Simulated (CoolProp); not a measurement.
Aqueous calcium chloride as a coolant, 23 % by mass, freezing at -24.1 °C, 1 atm.

Values from CoolProp's Melinder's fits for secondary coolants.

```tsv
T (°C)	Prandtl number	conductivity (W/(m K))	density (kg/m³)	cp (kJ/(kg K))
-3.7	22.3	0.537	1217	2.926
0.6	19.5	0.543	1216	2.939
5	17.2	0.549	1214	2.953
9.4	15.3	0.555	1213	2.965
13.7	13.7	0.562	1212	2.977
18.1	12.3	0.568	1210	2.989
22.5	11.1	0.574	1208	2.999
26.8	10.1	0.580	1206	3.009
31.2	9.15	0.587	1204	3.019
```
